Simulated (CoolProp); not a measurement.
Properties of octamethylcyclotetrasiloxane (D4) along the isotherm 346.85 °C.

Values from CoolProp's reference Helmholtz-energy equation of state, Thol 2015.

| p (MPa) | phase | density (kg/m³) | cv (kJ/(kg K)) | speed of sound (m/s) | Joule-Thomson coefficient (K/MPa) | expansivity (1/kK) |
|---|---|---|---|---|---|---|
| 0.0213 | gas | 1.231 | 2.011 | 132.2 | 7.060 | 1.642 |
| 0.0344 | gas | 1.994 | 2.011 | 131.8 | 7.091 | 1.659 |
| 0.0556 | gas | 3.237 | 2.012 | 131.2 | 7.141 | 1.689 |
| 0.0898 | gas | 5.268 | 2.013 | 130.3 | 7.224 | 1.738 |
| 0.145 | gas | 8.611 | 2.014 | 128.7 | 7.363 | 1.822 |
| 0.234 | gas | 14.19 | 2.016 | 126.2 | 7.601 | 1.970 |
| 0.379 | gas | 23.81 | 2.019 | 121.8 | 8.031 | 2.250 |
| 0.612 | gas | 40.97 | 2.026 | 114.3 | 8.858 | 2.836 |
| 0.989 | gas | 75.04 | 2.039 | 100.6 | 10.71 | 4.406 |
| 1.6 | supercritical | 166.2 | 2.070 | 73.87 | 16.20 | 12.50 |
| 2.58 | supercritical | 419.5 | 2.080 | 100.5 | 5.222 | 11.07 |
| 4.17 | supercritical | 517.5 | 2.063 | 184.0 | 1.299 | 4.196 |
| 6.74 | supercritical | 576.0 | 2.055 | 263.5 | 0.4252 | 2.521 |
